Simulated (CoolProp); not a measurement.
1000 sccm (0 °C, 1 atm) of nitrogen bubbles through liquid m-xylene at 319.7 K and leaves saturated at a total pressure of 0.0948 MPa (ideal gas phase). Each further row changes one setting.

Model: reference Helmholtz-energy equation of state, Zhou 2012, in CoolProp.

| case | vapour pressure (kPa) | mole fraction of vapour | delivery (mg/min) | delivery (sccm) | change of delivery for a bath 1 K warmer (%) |
|---|---|---|---|---|---|
| as stated | 3.52 | 0.0371 | 183 | 38.6 | 5.2 |
| bath temperature 324.7 K | 4.48 | 0.0472 | 235 | 49.6 | 5.1 |
| total pressure 0.19 MPa | 3.52 | 0.0185 | 89.4 | 18.9 | 5.1 |
